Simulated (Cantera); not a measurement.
Cantera run:

```python
import numpy as np
import cantera as ct

gas_names = [...]  # 110 gases of nasa_gas.yaml made of C, H, O
cond_names = """
    C(gr) C6H6(L) C7H8(L) C8H18(L),n-octa H2O(s) H2O(L)
""".split()


# ... load() reads the species with a 1 bar reference pressure and builds the phases ...
atoms = {
    'CH4': {'C': 1, 'H': 4},
    'H2O': {'H': 2, 'O': 1},
    'H2': {'H': 2},
}
top_T = {'C(gr)': 4500}  # K; cautious upper limits of use, not melting points


# ... equilibrate(T, P, feed) seeds the gas with the atoms and calls Mixture.equilibrate('TP', solver="vcs", rtol=1e-11, max_steps=5000) ...
results = []
feed = {'CH4': 1, 'H2O': 2.8, 'H2': 94}  # mol
P = 1333.22  # Pa
for T in [648, 798, 948, 1098, 1248, 1398, 1548, 1698, 1848, 1998, 2148, 2298, 2448, 2598]:
    mix = equilibrate(T, P, feed)
    results.append((T, P, feed, dict(zip(mix.species_names, mix.species_moles))))

top = {s: max(r[3][s] / sum(r[3][g] for g in gas_names) for r in results) for s in gas_names}
cols = sorted((s for s in top if top[s] > 0.0001), key=lambda s: -top[s])[:5]
seen = [c for c in cond_names if any(r[3].get(c, 0) > 1e-12 for r in results)]
print("log10 of partial pressures in bar; condensed amounts in mol")
print(f"{'T/K':>10s}" + "".join(f"{s[:9]:>10s}" for s in cols + seen))
for T, P, feed, n in results:
    ng = sum(n[g] for g in gas_names)
    print(f"{T:10.4g}" + "".join(f"{np.log10(max(n[s] / ng * P / 1e5, 1e-99)):10.3f}" for s in cols)
          + "".join(f"{n.get(c, 0):10.4g}" for c in seen))
```

Output:

```
log10 of partial pressures in bar; condensed amounts in mol
       T/K        H2         H       H2O       CH4        CO
       648    -1.892   -15.863    -3.419    -3.867    -6.485
       798    -1.888   -12.518    -3.584    -4.556    -4.009
       948    -1.887   -10.224    -3.626    -6.704    -3.889
      1098    -1.887    -8.550    -3.623    -8.395    -3.882
      1248    -1.887    -7.274    -3.622    -9.686    -3.879
      1398    -1.887    -6.269    -3.621   -10.701    -3.878
      1548    -1.888    -5.455    -3.621   -11.518    -3.877
      1698    -1.888    -4.784    -3.621   -12.189    -3.877
      1848    -1.889    -4.220    -3.621   -12.751    -3.877
      1998    -1.893    -3.741    -3.624   -13.233    -3.879
      2148    -1.903    -3.332    -3.630   -13.662    -3.883
      2298    -1.923    -2.980    -3.644   -14.064    -3.893
      2448    -1.962    -2.682    -3.673   -14.468    -3.911
      2598    -2.030    -2.434    -3.732   -14.904    -3.941
```

Cantera equilibrium calculation (NASA polynomials, part measured and part estimated; ideal gas, pure solids and liquids).
